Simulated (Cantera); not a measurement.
# Equilibrium for silicon nitride deposition: SiHCl₃ + NH₃ + H₂

A closed system holds: 1 mol SiHCl₃, 2.2 mol NH₃, 0.27 mol H₂.

Cantera equilibrium calculation (NASA polynomials, part measured and part estimated; ideal gas, pure solids and liquids). Candidate condensed phases: NH₄Cl, Si, Si₃N₄; 28 gas species. The tables' values for SiCl₃ are old estimates. Kinetics and transport are ignored.

Question: Map the stable condensed phases over T = 950, 1050, 1150, 1250, 1350, 1450, 1550, 1650, 1750, 1850, 1950, 2050 K and P in Pa = 5, 26, 140, 710, 3700, 19000, 100000.

Answer: 
```
T in K \ P in Pa
              5     26    140    710   3700  19000 100000
   2050       A      A      A      A      B      B      B
   1950       A      A      A      B      B      B      C
   1850       A      A      B      B      B      C      C
   1750       A      A      B      B      C      C      C
   1650       A      A      B      C      C      C      C
   1550       B      B      C      C      C      C      C
   1450       B      C      C      C      C      C      C
   1350       C      C      C      C      C      C      C
   1250       C      C      C      C      C      C      C
   1150       C      C      C      C      C      C      C
   1050       C      C      C      C      C      C      C
    950       C      C      C      C      C      C      C
```
A: gas only; B: Si; C: Si₃N₄.
